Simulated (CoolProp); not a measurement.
Computed with CoolProp (reference Helmholtz-energy equation of state, Thol 2019).

**Question.** For dodecamethylpentasiloxane (MD3M), give the phase and the cv (kJ/(kg K)), Joule-Thomson coefficient (K/MPa), isothermal compressibility (1/MPa), fugacity coefficient at 461.8 K and 1.22 MPa; 567.3 K and 1.22 MPa.

**Answer.** 
- 461.8 K and 1.22 MPa: liquid; cv 1.82, Joule-Thomson coefficient -0.200, isothermal compressibility 0.00627, fugacity coefficient 0.0324
- 567.3 K and 1.22 MPa: liquid; cv 2.04, Joule-Thomson coefficient 0.446, isothermal compressibility 0.0291, fugacity coefficient 0.266
